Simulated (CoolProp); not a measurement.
Aqueous potassium acetate as a coolant, 34 % by mass, freezing at -30.0 °C, 1 atm.

Values from CoolProp's Melinder's fits for secondary coolants.

```csv
T (°C),conductivity (W/(m K)),Prandtl number,viscosity (mPa s),density (kg/m³)
-28.6,0.430,140,…,1199
-22.9,0.436,98.5,14.2,…
-17.1,0.443,…,10.4,1195
-11.4,0.450,53.4,7.89,1193
-5.7,0.457,41.3,6.16,1191
0.1,0.464,32.6,4.92,1189
5.8,0.471,26.4,4.03,1187
11.6,0.478,21.8,3.36,1184
17.3,0.485,18.4,2.86,1182
23.1,0.492,15.6,2.46,1179
28.8,…,13.5,2.15,1176
34.5,0.506,11.8,…,1174
```

Problem. Some entries are withheld; supply them.

Solution. 
- -28.6, viscosity (mPa s): 20.0
- -22.9, density (kg/m³): 1197
- -17.1, Prandtl number: 71.2
- 28.8, conductivity (W/(m K)): 0.499
- 34.5, viscosity (mPa s): 1.89
